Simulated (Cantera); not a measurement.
A freely propagating, adiabatic, planar premixed flame of 6.20 % CH3OH, 13.3 % O2, 80.5 % N2, unburnt at 675 K and 4.24 atm; mixture-averaged transport, grid criteria slope 0.08 and curve 0.16, no radiation.

Model: GRI-Mech 3.0 (53 species, 325 reactions), integrated in Cantera. GRI-Mech 3.0 was tuned for natural gas; its chemistry of methanol as a main component is partial and can be far from experiment. Burning velocities carry a grid error of a few per cent, more on coarse grids.

x: mole fraction of selected species; z is measured from the peak of heat release.

```tsv
z (mm)	T (K)	u (m/s)	x CH3OH	x O2	x CO	x C2H6	x C2H	x H2
-0.811	678	0.234	0.0618	0.132	6.00e-5	<1e-8	<1e-8	0.000793
-0.541	691	0.239	0.0613	0.131	0.000342	<1e-8	<1e-8	0.00150
-0.406	720	0.249	0.0600	0.128	0.000979	<1e-8	<1e-8	0.00212
-0.270	809	0.282	0.0551	0.121	0.00308	<1e-8	<1e-8	0.00299
-0.135	1067	0.377	0.0373	0.0987	0.00963	<1e-8	<1e-8	0.00411
-0.0676	1299	0.463	0.0184	0.0779	0.0160	<1e-8	<1e-8	0.00466
0	1558	0.560	0.00108	0.0550	0.0198	<1e-8	<1e-8	0.00379
0.0676	1674	0.598	3.50e-7	0.0443	0.0101	<1e-8	<1e-8	0.00144
0.135	1726	0.615	<1e-8	0.0409	0.00485	<1e-8	<1e-8	0.000804
0.270	1765	0.628	<1e-8	0.0390	(withheld)	<1e-8	<1e-8	(withheld)
0.541	1783	0.633	<1e-8	0.0384	0.000378	<1e-8	<1e-8	0.000100
1.08	1788	0.635	<1e-8	0.0383	(withheld)	<1e-8	<1e-8	(withheld)
2.16	1789	0.635	<1e-8	0.0383	3.12e-5	<1e-8	<1e-8	1.55e-5
```

Question: Some entries are withheld; supply them.

Answer: 
- 0.270, x CO: 0.00158
- 0.270, x H2: 0.000350
- 1.08, x CO: 7.97e-5
- 1.08, x H2: 2.73e-5
